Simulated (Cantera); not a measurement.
## Si + HCl + H₂ (chlorosilane synthesis and conversion)

A closed system holds: 1 mol Si, a varied amount of HCl, 7.9 mol H₂, equilibrated at 600 K and 1.50 bar.

Method: chemical equilibrium by Gibbs-energy minimisation in Cantera with the NASA 1993 tables (ideal gas, pure condensed phases). Candidate condensed phases: Si; 19 gas species. The numbers say what is thermodynamically allowed, not how fast it happens.

```tsv
n(HCl) (mol)	x H₂	x SiCl₄	x SiHCl₃	x HCl	x SiH₂Cl₂	x SiH₃Cl	x SiCl₃	n Si(s)
0.58	0.979	0.00823	0.0117	1.89e-5	0.000837	1.17e-5	3.07e-8	0.827
0.68	0.976	0.00981	0.0134	1.97e-5	0.000911	1.21e-5	3.50e-8	0.798
0.8	0.972	0.0117	0.0152	2.06e-5	0.000991	1.26e-5	4.00e-8	0.764
0.95	0.967	0.0141	0.0174	2.15e-5	0.00108	1.31e-5	4.59e-8	0.720
1.1	0.963	0.0164	0.0195	2.23e-5	0.00116	1.35e-5	5.16e-8	0.678
1.3	0.957	0.0196	0.0222	2.32e-5	0.00126	1.40e-5	5.88e-8	0.620
1.6	0.949	0.0242	0.0259	2.43e-5	0.00139	1.46e-5	6.89e-8	0.535
1.8	0.943	0.0272	0.0282	2.50e-5	0.00146	1.49e-5	7.52e-8	0.479
2.2	0.933	0.0330	0.0324	2.61e-5	0.00160	1.54e-5	8.70e-8	0.366
2.6	0.923	0.0386	0.0363	2.70e-5	0.00171	1.57e-5	9.78e-8	0.253
3	0.914	0.0439	0.0398	2.78e-5	0.00181	1.60e-5	1.08e-7	0.141
3.6	0.905	0.0582	0.0359	4.03e-5	0.00111	6.69e-6	9.78e-8	0
4.2	0.892	0.0900	0.000122	0.0181	8.24e-9	<1e-12	3.34e-10	0
```
x: gas mole fraction; n: condensed amount in mol.

From 0.58 mol HCl to 3 mol HCl the condensed part is Si(s). From 3.6 mol HCl to 4.2 mol HCl nothing is condensed. The main Si-bearing gas is SiHCl₃ at 0.58 mol HCl and SiCl₄ at 4.2 mol HCl.
